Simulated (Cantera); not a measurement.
Input (Python, Cantera) and output of one run.

```python
import numpy as np
import cantera as ct

gas_names = """
    AL ALH ALO ALOH ALO2 ALO2H AL2 AL2O AL2O2 H HALO HO2 H2 H2O H2O2 O OH O2 O3
""".split()
cond_names = """
    AL(cr) AL(L) AL2O3(a) AL2O3(L) H2O(s) H2O(L)
""".split()


# ... load() reads the species with a 1 bar reference pressure and builds the phases ...
atoms = {
    'Al': {'AL': 1},
    'H2O': {'H': 2, 'O': 1},
    'H2': {'H': 2},
}
top_T = {}  # K; cautious upper limits of use, not melting points


# ... equilibrate(T, P, feed) seeds the gas with the atoms and calls Mixture.equilibrate('TP', solver="vcs", rtol=1e-11, max_steps=5000) ...
results = []
feed = {'Al': 1, 'H2O': 22, 'H2': 2}  # mol
T = 1300  # K
P = 8500  # Pa
mix = equilibrate(T, P, feed)
results.append((T, P, feed, dict(zip(mix.species_names, mix.species_moles))))
x = sorted(zip(gas.X, gas.species_names), reverse=True)
print(f"T = {T:g} K  P = {P:g} Pa  gas = {mix.phase_moles(0):.4g} mol")
print("   x: " + "  ".join(f"{s} {v:.3e}" for v, s in x if v > 1e-05))
print("   condensed (mol): " + ("  ".join(f"{mix.phase(i).name} {mix.phase_moles(i):.4g}"
      for i in range(1, mix.n_phases) if mix.phase_moles(i) > 1e-12) or "none"))
```

It prints:

```
T = 1300 K  P = 8500 Pa  gas = 24 mol
   x: H2O 8.542e-01  H2 1.458e-01
   condensed (mol): AL2O3(a) 0.5
```

Cantera equilibrium calculation (NASA polynomials, part measured and part estimated; ideal gas, pure solids and liquids).
